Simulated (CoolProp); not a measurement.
A simple Rankine cycle with water: condensing at 288.15 K, boiler at 17.7 MPa, turbine inlet 633.8 K, turbine efficiency 0.7, pump efficiency 0.8, no recuperator. Each further row changes one setting.

The numbers come from the reference Helmholtz-energy equation of state, Wagner 2002 in CoolProp.

```
case                             thermal efficiency (%)  net work (kJ/kg)  heat in (kJ/kg)  turbine exit temperature (K)  volume ratio over the turbine
-------------------------------  ----------------------  ----------------  ---------------  ----------------------------  -----------------------------
as stated                                          29.4                 ?             2520                         288.1                           6470
turbine inlet 653.8 K                                 ?                 ?                ?                         288.1                           5510
condensing temperature 280.15 K                       ?               770             2550                         280.2                              ?
boiler pressure 12.4 MPa                           29.7               833                ?                         288.1                           3600
turbine efficiency 0.6                             25.1               632             2520                         288.1                              ?
```

### Question
What belongs in the gaps?

### Answer

- as stated, net work (kJ/kg): 741
- turbine inlet 653.8 K, thermal efficiency (%): 30.0
- turbine inlet 653.8 K, net work (kJ/kg): 810
- turbine inlet 653.8 K, heat in (kJ/kg): 2700
- condensing temperature 280.15 K, thermal efficiency (%): 30.2
- condensing temperature 280.15 K, volume ratio over the turbine: 10700
- boiler pressure 12.4 MPa, heat in (kJ/kg): 2810
- turbine efficiency 0.6, volume ratio over the turbine: 6870

The expansion ends wet for: as stated; turbine inlet 653.8 K; condensing temperature 280.15 K; boiler pressure 12.4 MPa; turbine efficiency 0.6.
